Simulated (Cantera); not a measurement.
**N2O furnace oxynitridation**

An isothermal, constant-pressure homogeneous reactor starts with 57.4 % N2O, 0.149 % H2, 42.5 % N2, at 1600 K and 97.5 Torr.

Computed with Cantera and GRI-Mech 3.0 (53 species, 325 reactions). GRI-Mech 3.0 was tuned for natural gas; its chemistry of N2O as a main component is partial and can be far from experiment. The temperature is held fixed by assumption; the heat of reaction is taken as removed at once.

```json
[
 {"t (s)": "5.00e-6", "x N2O": "0.574", "x H2": "0.00149", "x O2": "2.00e-6", "x H2O2": "<1e-12", "x O": "2.95e-5", "x NO": "1.72e-6", "x H": "1.21e-7"},
 {"t (s)": "1.87e-5", "x N2O": "0.574", "x H2": "0.00149", "x O2": "2.35e-5", "x H2O2": "3.95e-12", "x O": "8.52e-5", "x NO": "2.03e-5", "x H": "5.16e-7"},
 {"t (s)": "6.99e-5", "x N2O": "0.573", "x H2": "0.00146", "x O2": "0.000197", "x H2O2": "5.70e-10", "x O": "0.000149", "x NO": "0.000170", "x H": "1.48e-6"},
 {"t (s)": "0.000261", "x N2O": "0.569", "x H2": "0.00121", "x O2": "0.00102", "x H2O2": "3.12e-8", "x O": "0.000156", "x NO": "0.000850", "x H": "3.07e-6"},
 {"t (s)": "0.000978", "x N2O": "0.557", "x H2": "0.000446", "x O2": "0.00434", "x H2O2": "2.99e-8", "x O": "0.000162", "x NO": "0.00334", "x H": "1.61e-6"},
 {"t (s)": "0.00366", "x N2O": "0.515", "x H2": "2.67e-5", "x O2": "0.0160", "x H2O2": "3.83e-9", "x O": "0.000167", "x NO": "0.0124", "x H": "3.67e-7"},
 {"t (s)": "0.0137", "x N2O": "0.389", "x H2": "2.09e-7", "x O2": "0.0509", "x H2O2": "9.02e-10", "x O": "0.000165", "x NO": "0.0401", "x H": "3.52e-7"},
 {"t (s)": "0.0511", "x N2O": "0.150", "x H2": "2.79e-7", "x O2": "0.118", "x H2O2": "5.03e-10", "x O": "0.000155", "x NO": "0.0916", "x H": "5.44e-7"},
 {"t (s)": "0.191", "x N2O": "0.00846", "x H2": "2.31e-7", "x O2": "0.160", "x H2O2": "2.45e-10", "x O": "7.85e-5", "x NO": "0.119", "x H": "3.32e-7"},
 {"t (s)": "0.715", "x N2O": "1.25e-5", "x H2": "5.32e-8", "x O2": "0.163", "x H2O2": "6.03e-11", "x O": "1.65e-5", "x NO": "0.119", "x H": "3.54e-8"},
 {"t (s)": "2.67", "x N2O": "4.54e-6", "x H2": "5.29e-8", "x O2": "0.163", "x H2O2": "6.00e-11", "x O": "1.64e-5", "x NO": "0.119", "x H": "3.51e-8"},
 {"t (s)": "10.0", "x N2O": "4.45e-6", "x H2": "5.28e-8", "x O2": "0.163", "x H2O2": "6.01e-11", "x O": "1.65e-5", "x NO": "0.118", "x H": "3.51e-8"}
]
```
x: mole fraction; the columns are a selection and need not sum to one.

Equilibrium at this temperature and pressure: N2O 4.23e-8, H2 4.50e-8, O2 0.221, H2O2 6.95e-11, O 1.90e-5, NO 0.00198, H 3.22e-8 (gas phase only).
